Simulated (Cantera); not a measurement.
What does this Cantera script print?

```python
import numpy as np
import cantera as ct

gas = ct.Solution("h2o2.yaml")
gas.TPX = 375, 14000, {'H2': 1, 'O2': 0.217, 'N2': 0.817}
flame = ct.FreeFlame(gas, width=0.16)
flame.set_refine_criteria(ratio=3, slope=0.08, curve=0.16)
flame.transport_model = "mixture-averaged"
flame.solve(loglevel=0, auto=True)
z, T = flame.grid, flame.T
thick = (T[-1] - T[0]) / np.gradient(T, z).max()
show = ['H2', 'O2', 'H2O', 'H2O2', 'H', 'OH']
print(f"laminar burning velocity  {flame.velocity[0] * 100:.3f} cm/s")
print(f"burnt temperature         {T[-1]:.1f} K")
print(f"thermal thickness         {thick * 1e3:.4f} mm")
print(f"grid points               {len(z)}")
z0 = z[flame.heat_release_rate.argmax()]
print(f"{'z/mm':>9s}{'T/K':>9s}{'u/(m/s)':>9s}" + "".join(f"{s:>11s}" for s in show))
rows = []
for k in (-3, -2, -1.5, -1, -0.5, -0.25, 0, 0.25, 0.5, 1, 2, 4, 8):
    zz = z0 + k * thick
    rows.append([k * thick, np.interp(zz, z, T), np.interp(zz, z, flame.velocity),
                 *(np.interp(zz, z, flame.X[gas.species_index(s)]) for s in show)])
    print(f"{rows[-1][0] * 1e3:9.3f}{rows[-1][1]:9.1f}{rows[-1][2]:9.3f}" + "".join(f"{x:11.3e}" for x in rows[-1][3:]))
```

Result:

```
laminar burning velocity  319.404 cm/s
burnt temperature         1997.6 K
thermal thickness         5.1467 mm
grid points               143
     z/mm      T/K  u/(m/s)         H2         O2        H2O       H2O2          H         OH
  -15.440    375.0    3.194  4.916e-01  1.067e-01  1.249e-15  7.673e-18  1.764e-18  7.921e-19
  -10.293    375.0    3.194  4.916e-01  1.067e-01  2.349e-13  1.874e-15  4.185e-16  1.242e-16
   -7.720    375.0    3.194  4.916e-01  1.067e-01  1.099e-11  1.093e-13  8.191e-14  4.432e-15
   -5.147    375.0    3.194  4.916e-01  1.067e-01  4.446e-09  6.342e-11  4.064e-10  1.650e-12
   -2.573    390.0    3.312  4.895e-01  1.068e-01  4.829e-04  5.266e-06  9.384e-05  4.578e-05
   -1.287    632.7    5.254  4.569e-01  1.002e-01  2.009e-02  8.052e-06  1.005e-02  3.722e-04
    0.000   1025.9    8.292  3.433e-01  6.087e-02  1.063e-01  1.474e-07  6.395e-02  1.027e-03
    1.287   1256.5   10.119  2.539e-01  8.413e-03  2.071e-01  7.462e-08  1.030e-01  1.498e-03
    2.573   1340.9   10.755  2.461e-01  8.042e-04  2.231e-01  5.096e-08  1.014e-01  1.485e-03
    5.147   1431.6   11.413  2.532e-01  2.400e-04  2.254e-01  5.309e-08  8.972e-02  1.786e-03
   10.293   1532.9   12.129  2.628e-01  2.005e-04  2.269e-01  4.814e-08  7.520e-02  2.062e-03
   20.587   1641.4   12.881  2.732e-01  1.477e-04  2.289e-01  3.452e-08  5.930e-02  2.187e-03
   41.174   1743.5   13.572  2.830e-01  9.284e-05  2.311e-01  2.016e-08  4.402e-02  2.070e-03
```

Computed with Cantera and the H2/O2 subset of GRI-Mech 3.0, which has no nitrogen chemistry. Burning velocities carry a grid error of a few per cent, more on coarse grids.
